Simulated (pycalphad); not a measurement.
Source of the numbers: pycalphad with the COST 507 light-alloy database (1999); pressure 1 atm. These are 1990s assessments: newer ones move some temperatures and phases. Amounts are mole fractions of atoms.

Problem. Give the equilibrium state of Ti-10.07Hf-6.99B (at.%) at 1600 K.

Solution. bcc, fraction 0.863, with 11.5 Hf, 0.18 B at.%; BM, fraction 0.137, with 1.2 Hf, 50.0 B at.%.

Problem. Give the equilibrium state of Ti-10.07Hf-6.99B (at.%) at 1000 K.

Solution. 
```
T = 1000.00 K, P = 101325 Pa, N = 1 mol of atoms
G = -57655 J/mol, H = 9755 J/mol, S = 67.41 J/(mol K)  (SER reference)
chemical potentials (J/mol): Ti -45777, Hf -72839, B -176727
phase             fraction      x(Ti)      x(Hf)       x(B)
HCP_A3              0.8619     0.8833     0.1157   0.000984
BM                  0.1381     0.4928     0.0072     0.5000
```

Database names, with the compositions (at.%) that they take in these runs: BM: Ti 49 B 50 Hf 0. HCP_A3 is hcp.
